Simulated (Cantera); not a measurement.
A diamond (100) surface in a fixed gas of H2 with x(CH4) = 0.0022, x(CH3) = 0.00067, at 975 K, 2600 Pa; coverages are run to steady state.

Cantera simulation using the Harris–Goodwin 1993 mechanism for the reconstructed diamond (100) surface; the numbers are that mechanism's predictions, not measurements.

θ: site fractions in the mechanism's names (c6HH fully hydrogenated, c6H* and c6*H radical sites, c6** diradical, c6HM methylated).

```
x(H)     growth (µm/h)  θ c6HH   θ c6H*  θ c6*H    θ c6**  θ c6HM
-------  -------------  ------  -------  ------  --------  ------
0.0001      (withheld)   0.284  0.00639   0.141  0.000982   0.424
0.0002      (withheld)   0.309  0.00736   0.162   0.00173   0.389
0.00038     (withheld)   0.351  0.00867   0.191   0.00273   0.334
0.00074     (withheld)   0.411   0.0104   0.229   0.00401   0.259
0.0015      (withheld)   0.479   0.0123   0.270   0.00539   0.175
0.0028      (withheld)   0.529   0.0137   0.301   0.00640   0.112
0.0055            7.17   0.568   0.0148   0.324   0.00717  0.0644
0.011             7.67   0.592   0.0155   0.339   0.00765  0.0345
0.021             7.94   0.604   0.0159   0.347   0.00791  0.0187
```

Q: Fill in the missing entries.

A: 
- 0.0001, growth (µm/h): 0.860
- 0.0002, growth (µm/h): 1.58
- 0.00038, growth (µm/h): 2.57
- 0.00074, growth (µm/h): 3.87
- 0.0015, growth (µm/h): 5.30
- 0.0028, growth (µm/h): 6.36
